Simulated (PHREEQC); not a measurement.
Solution (25 °C): 0.28 mol FeCl3, 0.0023 mol CuCl2 and 4.7e-05 mol NaHCO3 per kg of water. Closed to the air; pH follows from the charge balance.

Equilibrium calculation in PHREEQC: ion-association model, wateq4f.dat.

The pH is 1.91 and the ionic strength is 0.878 mol/kgw. The activity of water is 0.985. The total alkalinity is -560 meq/kg.

| species | molality | activity | log γ |
|---|---|---|---|
| Cl- | 0.560 | 0.340 | -0.217 |
| FeCl+2 | 0.166 | 0.0292 | -0.753 |
| FeCl2+ | 0.0575 | 0.0444 | -0.112 |
| Fe+3 | 0.0394 | 0.00285 | -1.141 |
| H+ | 0.0167 | 0.0124 | -0.127 |
| FeOH+2 | 0.00825 | 0.00146 | -0.753 |
| Fe2(OH)2+4 | 0.00359 | 5.71e-5 | -1.798 |
| Cu+2 | 0.00171 | 0.000363 | -0.671 |
| FeCl3 | 0.00123 | 0.00151 | 0.088 |
| CuCl+ | 0.000544 | 0.000332 | -0.214 |
| Fe3(OH)4+5 | 0.000294 | 4.56e-7 | -2.810 |
| Fe(OH)2+ | 5.77e-5 | 3.82e-5 | -0.180 |

This is a speciation only: nothing precipitates in the calculation. The solution is supersaturated, for example in Hematite (slow to form), Goethite (slow to form), so a real one may precipitate; this is no full list. The ionic strength is past about 0.7 mol/kgw, beyond the range of this activity model, so the values are rough. Species that the database lacks are ignored.
